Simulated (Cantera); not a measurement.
An isothermal, constant-pressure homogeneous reactor starts with NH₃ : H₂ = 1 : 2 (molar parts), at 1500 K and 9600 Pa.

Computed with Cantera and the gas-phase N/H chemistry of the illustrative SiF4/NH3 mechanism in the Surface Chemkin manual (1991). Walls and surfaces, which speed up NH3 decomposition in real reactors, are not modelled.

### Question
Predict: x(NH₃) at 100 s; x(H₂) at 100 s; x(N₂H₄) at 100 s; x(N₂) at 100 s; x(H) at 100 s.

### Answer
| Quantity | Value |
|---|---|
| x(NH₃) at 100 s | 0.248 (gas-phase equilibrium 1.70e-6) |
| x(H₂) at 100 s | 0.720 (gas-phase equilibrium 0.875) |
| x(N₂H₄) at 100 s | 5.11e-9 (gas-phase equilibrium <1e-12) |
| x(N₂) at 100 s | 0.0320 (gas-phase equilibrium 0.125) |
| x(H) at 100 s | 2.88e-5 (gas-phase equilibrium 5.35e-5) |
